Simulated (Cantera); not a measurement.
**PbO + N2 (iron carbonyl, mercury and lead vapours)**

A closed system holds: 1 mol PbO, a varied amount of N2, at 15.0 mbar.

Equilibrium computed with Cantera from the NASA thermochemical tables; the gas is ideal and each condensed phase is pure. Candidate condensed phases: Pb, PbO, PbO2, Pb3O4; 12 gas species. The numbers say what is thermodynamically allowed, not how fast it happens.

Question: Map the stable condensed phases over T = 850, 900, 950, 1000, 1050, 1100, 1150, 1200, 1250, 1300, 1350, 1400, 1450, 1500 K and n(N2) in mol = 0.61, 1.7, 2.8, 3.9, 5, 6, 7.1, 8.2, 9.3.

Answer: 
```
T in K \ n(N2) in mol
         0.61  1.7  2.8  3.9    5    6  7.1  8.2  9.3
   1500     A    A    A    A    A    A    A    A    A
   1450     B    B    A    A    A    A    A    A    A
   1400     B    B    B    B    A    A    A    A    A
   1350     B    B    B    B    B    B    B    B    B
   1300     B    B    B    B    B    B    B    B    B
   1250     B    B    B    B    B    B    B    B    B
   1200     B    B    B    B    B    B    B    B    B
   1150     B    B    B    B    B    B    B    B    B
   1100     B    B    B    B    B    B    B    B    B
   1050     B    B    B    B    B    B    B    B    B
   1000     B    B    B    B    B    B    B    B    B
    950     B    B    B    B    B    B    B    B    B
    900     B    B    B    B    B    B    B    B    B
    850     B    B    B    B    B    B    B    B    B
```
A: gas only; B: PbO.
